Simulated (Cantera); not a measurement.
A closed system holds: 1 mol SiH₄, 0.53 mol O₃, 3.6 mol N₂, held at 1400 K and 1330 Pa.

Method: chemical equilibrium by Gibbs-energy minimisation in Cantera with the NASA 1993 tables (ideal gas, pure condensed phases). Candidate condensed phases: H₂O, Si, SiO₂, Si₂N₂O, Si₃N₄; 35 gas species. N₂ is the only nitrogen source here; it is nearly inert below about 1500 K, so the nitride shown seldom forms there in practice. Mutual solubility and eutectic melting of coexisting phases are not modelled. The tables hold silica as quartz up to 1696 K and as liquid above; real silica turns to tridymite and cristobalite and melts near 1996 K. Rates play no part.

Base state: N₂ 0.634, H₂ 0.366, SiO 4.61e-5, H₂O 4.57e-5, H 2.55e-5 (mole fractions); condensed: SiO₂(β-quartz) + Si₂N₂O(s).

**Question.** What changes in the equilibrium state with this change: SiH₄ replaced by SiH₂Cl₂?

**Answer.** 
```tsv
species	before	after
N₂	0.634	0.642
HCl	0	0.327
H₂	0.366	0.0199
SiCl₄	0	0.00828
SiCl₃	0	0.00147
SiCl₂	0	0.00110
Cl	0	8.03e-5
SiO₂(β-quartz), mol	0.726	0.746
Si₂N₂O(s), mol	0.137	0.0970
```
The tables' values for SiCl₃ are old estimates; treat these amounts as uncertain. Further candidate phases: NH₄Cl.

**Question.** What changes in the equilibrium state with this change: O₃ from 0.53 to 0.78 mol?

**Answer.** 
```csv
species,before,after
N₂,0.634,0.643
H₂,0.366,0.296
H₂O,4.57e-5,0.0607
SiO,4.61e-5,2.81e-8
H,2.55e-5,2.29e-5
"SiO₂(β-quartz), mol",0.726,1.00
"Si₂N₂O(s), mol",0.137,0
```
